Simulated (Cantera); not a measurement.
A closed system holds: 1 mol CaCO3, 1 mol O2, 0.063 mol H2O, at 1100 Pa.

Cantera equilibrium calculation (NASA polynomials, part measured and part estimated; ideal gas, pure solids and liquids). Candidate condensed phases: C, C6H6, C7H8, C8H18, Ca, CaCO3, CaO, Ca(OH)2, H2O; 115 gas species. Equilibrium is a limit: real reactors are often held back by kinetics, nucleation or transport.

log p: log10 of the partial pressure in bar; n: condensed amount in mol.

| T (K) | log p O2 | log p CO2 | log p H2O | log p CO | log p OH | log p O | log p H2 | n CaO(s) |
|---|---|---|---|---|---|---|---|---|
| 1673 | -2.27 | -2.27 | -3.48 | -5.44 | -5.16 | -5.61 | -7.16 | 1.00 |
| 1698 | -2.27 | -2.27 | -3.48 | -5.31 | -5.08 | -5.50 | -7.05 | 1.00 |
| 1723 | -2.27 | -2.27 | -3.48 | [?] | [?] | [?] | [?] | 1.000 |
| 1748 | -2.27 | -2.27 | -3.48 | -5.06 | -4.94 | -5.27 | -6.83 | 1.000 |
| 1773 | -2.27 | -2.27 | -3.48 | -4.95 | -4.87 | -5.16 | -6.73 | 1.000 |
| 1798 | -2.27 | -2.27 | -3.49 | -4.83 | -4.81 | -5.06 | -6.62 | 1.000 |
| 1823 | -2.27 | -2.28 | -3.49 | [?] | [?] | [?] | [?] | 1.000 |
| 1848 | -2.27 | -2.28 | -3.49 | -4.62 | -4.68 | -4.86 | -6.43 | 1.000 |

Complete the blanks.


- 1823, log p CO: -4.72
- 1823, log p OH: -4.74
- 1823, log p O: -4.96
- 1823, log p H2: -6.53
- 1723, log p CO: -5.19
- 1723, log p OH: -5.01
- 1723, log p O: -5.38
- 1723, log p H2: -6.94
